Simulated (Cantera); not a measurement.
# Thermodynamics of titanium nitride, carbide and oxide coatings, feed Ti(OiPr)₄ + H₂O

Charge: 1 mol Ti(OiPr)₄, a varied amount of H₂O, equilibrated at 1123.15 K and 18.0 Torr.

Equilibrium computed with Cantera from the NASA thermochemical tables; the gas is ideal and each condensed phase is pure. Candidate condensed phases: C, C₆H₆, C₇H₈, C₈H₁₈, H₂O, Ti, TiC, TiO, TiO₂, Ti₂O₃, Ti₃O₅, Ti₄O₇; 113 gas species. The feed counts by its element totals alone. Condensed phases not in the tables: Magnéli phases beyond Ti₄O₇. The numbers say what is thermodynamically allowed, not how fast it happens.

```csv
n(H₂O) (mol),x H₂,x CO,x H₂O,x CO₂,x CH₄,x H,x C₂H₂ (acetylene),n C(graphite),n Ti₄O₇(s),n TiO₂(rutile)
1.8,0.795,0.204,0.000256,6.00e-5,0.000445,2.46e-7,1.76e-8,7.95,0.250,0
2.9,0.766,0.233,0.000282,7.87e-5,0.000413,2.41e-7,1.69e-8,6.85,0.250,0
4.6,0.730,0.269,0.000310,0.000104,0.000375,2.36e-7,1.61e-8,5.15,0.250,0
7.2,0.697,0.302,0.000333,0.000132,0.000342,2.30e-7,1.54e-8,2.80,0,1.00
11,0.657,0.316,0.0188,0.00826,5.31e-6,2.24e-7,4.43e-12,0,0,1.00
18,0.592,0.226,0.135,0.0470,3.87e-7,2.12e-7,<1e-12,0,0,1.00
29,0.508,0.146,0.274,0.0720,7.81e-8,1.97e-7,<1e-12,0,0,1.00
```
x: gas mole fraction; n: condensed amount in mol.

From 1.8 mol H₂O to 4.6 mol H₂O the condensed part is C(graphite) + Ti₄O₇(s). At 7.2 mol H₂O the condensed part is C(graphite) + TiO₂(rutile). From 11 mol H₂O to 29 mol H₂O the condensed part is TiO₂(rutile).
